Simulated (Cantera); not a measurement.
Feed: 1 mol Cu, 2.6 mol F2, 1.5 mol N2, equilibrated at 87.0 mbar.

Cantera equilibrium calculation (NASA polynomials, part measured and part estimated; ideal gas, pure solids and liquids). Candidate condensed phases: Cu, CuF2; 11 gas species. Kinetics and transport are ignored.

x: gas mole fraction; n: condensed amount in mol.

```
T (°C)   x NF3   x N2      x F2       x F      x CuF2  n CuF2(s)
------  ------  -----  --------  --------  ----------  ---------
225      0.524  0.475  0.000191   2.39e-7      <1e-12       1.00
275      0.523  0.475   0.00133   3.73e-6      <1e-12       1.00
325      0.518  0.476   0.00663   3.68e-5      <1e-12       1.00
375      0.499  0.476    0.0253  0.000253  (withheld)       1.00
425      0.447  0.476    0.0753   0.00129  (withheld)       1.00
475      0.345  0.477     0.173   0.00499  (withheld)       1.00
525      0.209  0.477     0.299    0.0149  (withheld)       1.00
575     0.0984  0.474     0.392    0.0354  (withheld)      1.000
625     0.0392  0.466     0.424    0.0704  (withheld)      1.000
675     0.0146  0.454     0.408     0.123  (withheld)      1.000
```

Problem. Fill in the missing entries.

Solution. 
- 375, x CuF2: 6.08e-12
- 425, x CuF2: 2.01e-10
- 475, x CuF2: 4.09e-9
- 525, x CuF2: 5.63e-8
- 575, x CuF2: 5.60e-7
- 625, x CuF2: 4.26e-6
- 675, x CuF2: 2.59e-5
